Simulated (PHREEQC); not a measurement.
A solution holds 0.0027 mol/kgw NaOH, 0.13 mol/kgw K2SO4 and 6.4e-06 mol/kgw H4SiO4, at 25 °C. Closed to the air; pH follows from the charge balance.

All values are PHREEQC results (ion-association model, wateq4f.dat), not measurements.

Question: The ionic strength comes out as 0.323 mol/kgw. What activity coefficients do OH-, H3SiO4-, KSO4-, SO4-2, NaSO4- get?

Answer: OH- 0.67, H3SiO4- 0.68, KSO4- 0.72, SO4-2 0.24, NaSO4- 0.72.

This is a speciation only: nothing precipitates in the calculation. Species that the database lacks are ignored.
